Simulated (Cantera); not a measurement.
An isothermal, constant-pressure homogeneous reactor starts with 11.5 % C2H6, 88.5 % N2, at 1600 K and 0.710 bar.

Cantera simulation using GRI-Mech 3.0 (53 species, 325 reactions); the numbers are that mechanism's predictions, not measurements. GRI-Mech 3.0 stops at C3 and has no aromatics, soot or wall deposition, so with more carbon than oxygen in the feed, carbon stays in small species such as C2H2 where larger ones or solid carbon would form.

One state of this run: x C2H6 = 0.113; x HCN = 1.18e-10; x CH2 = 7.18e-7; x C2H = <1e-12; x H2 = 0.000221; x C2H2 = 5.30e-8; x CH3 = 0.00200. x: mole fraction; the columns are a selection and need not sum to one.

Q: Which value of t (s) does it belong to?
A. 13.0
B. 3.92e-6
C. 0.000922
D. 0.0141

A: B, 3.92e-6
